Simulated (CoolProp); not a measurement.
Vapour-liquid equilibrium of CH2F2 (R32) (1) + toluene (2) at 318.7 K; x and y are mole fractions of (1).

Values from CoolProp's multi-fluid Helmholtz-energy mixture model, Tillner-Roth 1997 and Lemmon 2006; pair parameters Bell 2016.

```tsv
x	bubble pressure, mixture model (MPa)	bubble pressure, Raoult's law (MPa)	y, mixture model	y, Raoult's law
0.05	0.3805	0.1512	0.971	0.936
0.2	1.235	0.5744	0.989	0.986
0.35	1.706	0.9976	0.991	0.993
0.5	1.923	1.421	0.991	0.996
0.65	2.059	1.844	0.992	0.998
0.8	2.253	2.267	0.993	0.999
0.95	2.632	2.690	0.997	1.000
```

The largest gap from Raoult's law is +151.7 % in bubble pressure, at x = 0.05. No azeotrope shows between x = 0.05 and 0.95.

Pair parameters are fitted to limited data, so mixtures are less certain than the pure fluids. The gap from Raoult's law changes sign with composition, which may be real or a fault of the pair parameters; it wasn't checked against measurements. With so large a gap from Raoult's law the liquid may split in two, which this calculation doesn't test in full.
